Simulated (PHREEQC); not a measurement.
Solution (60 °C): 0.0013 mol/kgw NH3 and 0.00053 mol/kgw H4SiO4. Closed to the air; pH follows from the charge balance.

All values are PHREEQC results (ion-association model, phreeqc.dat), not measurements.

This is a speciation only: nothing precipitates in the calculation.

Problem. Estimate the pH, ionic strength.

Solution. pH 8.96; ionic strength 0.000232 mol/kgw.

Problem. In which forms is N present?

Solution. NH3 82 %, NH4+ 18 % of the N.

Saturation is exceeded, for instance for Quartz (slow to form); the values hold only as long as no solid forms. Species that the database lacks are ignored. Away from 25 °C the constants follow the database's enthalpies or fits; those with neither stay at their 25 °C values.
